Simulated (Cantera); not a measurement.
## Equilibrium for roasting and sulfation: FeS2 + H2S + CO2

Charge: 1 mol FeS2, 0.092 mol H2S, 2.9 mol CO2, at 101000 Pa.

Cantera equilibrium calculation (NASA polynomials, part measured and part estimated; ideal gas, pure solids and liquids). Candidate condensed phases: C, C6H6, C7H8, C8H18, Fe, Fe(CO)5, FeO, Fe(OH)2, Fe(OH)3, FeS, FeSO4, FeS2, Fe2O3, Fe2(SO4)3, Fe3O4, H2O, H2SO4, S; 127 gas species. FeS: taken at fixed stoichiometry. Gases not in the tables: S3 to S7. Rates play no part.

```csv
T (K),x CO2,x S2,x CO,x SO2,x H2O,x COS,x H2S,x S2O,n FeS2(s),n FeS(s)
823,0.953,0.00230,0.00451,4.75e-5,0.0142,0.00977,0.0162,4.68e-6,1.00,0
873,0.949,0.00367,0.00739,0.000123,0.0166,0.00942,0.0137,1.03e-5,1.00,0
923,0.920,0.0285,0.00688,0.00170,0.0158,0.0124,0.0137,0.000174,0.829,0.171
973,0.803,0.135,0.00860,0.00707,0.0120,0.0185,0.0141,0.00111,0,1.00
1023,0.797,0.135,0.0142,0.00870,0.0135,0.0177,0.0124,0.00120,0,1.00
1073,0.788,0.135,0.0218,0.0111,0.0150,0.0165,0.0108,0.00133,0,1.00
1123,0.777,0.134,0.0312,0.0143,0.0163,0.0151,0.00919,0.00148,0,1.00
1173,0.764,0.133,0.0427,0.0186,0.0175,0.0137,0.00774,0.00164,0,1.00
1223,0.749,0.131,0.0560,0.0240,0.0185,0.0122,0.00648,0.00181,0,1.00
1273,0.732,0.128,0.0713,0.0305,0.0192,0.0109,0.00541,0.00197,0,1.00
1323,0.712,0.124,0.0883,0.0380,0.0198,0.00972,0.00451,0.00213,0,1.00
```
x: gas mole fraction; n: condensed amount in mol.

From 823 K to 873 K the condensed part is FeS2(s). At 923 K the condensed part is FeS(s) + FeS2(s). From 973 K to 1323 K the condensed part is FeS(s).
